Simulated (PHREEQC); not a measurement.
Make-up at 25 °C: 2.4 mmol/kgw MgCl2 and 12 mmol/kgw Na2SO4. It is in equilibrium with CO2 at log p = -3.5 (atm). Otherwise closed; pH follows from the charge balance.

All values are PHREEQC results (ion-association model, phreeqc.dat), not measurements.

This is a speciation only: nothing precipitates in the calculation.

Q: Estimate the pH, specific conductance, ionic strength.

A: pH 5.74; specific conductance 2800 µS/cm; ionic strength 0.0383 mol/kgw.

Q: In which forms is C present?

A: CO2 77 %, HCO3- 23 % of the C.
